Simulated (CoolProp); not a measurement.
A Linde-Hampson liquefier for nitrogen: isothermal reversible compression at 300 K from 1 atm to 5 MPa, throttling to 1 atm, return gas leaving the recuperator 0 K below the feed. Each further row changes one setting.

Values from CoolProp's reference Helmholtz-energy equation of state, Span 2000.

| case | liquid yield per pass | compression work (kJ/kg of gas) |
|---|---|---|
| as stated | 0.024 | 347 |
| high pressure 10 MPa | 0.044 | 408 |
| warm-end temperature 330 K | 0.018 | 382 |
| warm-end gap 5 K | 0.012 | 347 |
